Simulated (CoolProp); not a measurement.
Carbon monoxide along the isotherm 252.9 K: Z from the reference equation and from simpler models built on Tc = 132.9 K, pc = 34.98 bar, ω = 0.050; each cubic takes its own stable root.

Computed with CoolProp (reference Helmholtz-energy equation of state, Lemmon 2006). It is a short technical equation, of lower accuracy than the large ones.

```
p (bar)          phase  reference
-------  -------------  ---------
31.8               gas     0.9728
63.6     supercritical     0.9547
95.4     supercritical     0.9464
127      supercritical     0.9483
159      supercritical     0.9603
191      supercritical     0.9813
223      supercritical      1.010
254      supercritical      1.043
286      supercritical      1.082
318      supercritical      1.124
350      supercritical      1.168
```

Task: How far does each simpler model (Redlich-Kwong, Peng-Robinson) lie from the reference over these 11 states: mean and median of the absolute difference, and the worst?

Result: 
- Redlich-Kwong: mean 1.9 %, median 1.9 %, worst -3.0 % at 252.9 K and 350 bar
- Peng-Robinson: mean 3.1 %, median 2.8 %, worst -5.8 % at 252.9 K and 350 bar
